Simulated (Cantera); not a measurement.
A freely propagating, adiabatic, planar premixed flame of H2 : O2 : N2 = 1 : 0.2 : 0.752 (molar parts), equivalence ratio 2.5, unburnt at 350 K and 1.00 bar; mixture-averaged transport, grid criteria slope 0.08 and curve 0.16, no radiation.

Cantera simulation using the H2/O2 subset of GRI-Mech 3.0, which has no nitrogen chemistry; the numbers are that mechanism's predictions, not measurements. Burning velocities carry a grid error of a few per cent, more on coarse grids.

Q: What does this change do: inlet temperature 350 to 600 K?

A: 
| quantity | before | after |
|---|---|---|
| laminar burning velocity | 339 cm/s | 848 cm/s |
| thermal thickness | 0.371 mm | 0.470 mm |
| peak x(HO2) | 0.000408 | 0.000232 |
| peak x(H2O2) | 6.65e-5 | 7.11e-6 |
| peak x(OH) | 0.00153 | 0.00263 |

Q: What does this change do: H2 1 to 1.3 parts?

A: 
| quantity | before | after |
|---|---|---|
| laminar burning velocity | 339 cm/s | 270 cm/s |
| thermal thickness | 0.371 mm | 0.413 mm |
| peak x(HO2) | 0.000408 | 0.000353 |
| peak x(H2O2) | 6.65e-5 | 5.26e-5 |
| peak x(OH) | 0.00153 | 0.000648 |
